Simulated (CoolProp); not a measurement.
Properties of R1132(E) along the isobar 752 kPa (Tc = 75.7 °C, pc = 5174 kPa, ω = 0.245).

Model: reference Helmholtz-energy equation of state, Akasaka 2024, in CoolProp.

| T (°C) | phase | density (kg/m³) | Joule-Thomson coefficient (K/MPa) | isothermal compressibility (1/MPa) | expansivity (1/kK) | fugacity coefficient |
|---|---|---|---|---|---|---|
| 14.45 | gas | 22.53 | 19.09 | 1.506 | ? | 0.9037 |
| 25.65 | gas | 21.35 | 16.85 | 1.477 | 4.617 | 0.9154 |
| 36.95 | gas | 20.31 | 14.98 | 1.454 | 4.260 | 0.9253 |
| 48.15 | gas | 19.39 | 13.43 | 1.437 | 3.971 | 0.9338 |
| 59.45 | gas | 18.57 | 12.10 | 1.422 | 3.727 | ? |
| 70.65 | gas | ? | 10.97 | 1.411 | 3.521 | 0.9474 |
| 81.85 | gas | 17.16 | 9.990 | 1.401 | 3.342 | 0.9528 |
| 93.15 | gas | 16.54 | 9.133 | 1.393 | ? | 0.9577 |
| 104.35 | gas | 15.97 | 8.388 | 1.385 | 3.044 | 0.9619 |
| 115.65 | gas | 15.44 | 7.725 | 1.379 | 2.918 | 0.9657 |
| 126.85 | gas | 14.95 | 7.141 | 1.374 | 2.805 | 0.9690 |

Q: Some entries are withheld; supply them.

A: 
- 14.45, expansivity (1/kK): 5.062
- 59.45, fugacity coefficient: 0.9411
- 70.65, density (kg/m³): 17.83
- 93.15, expansivity (1/kK): 3.184
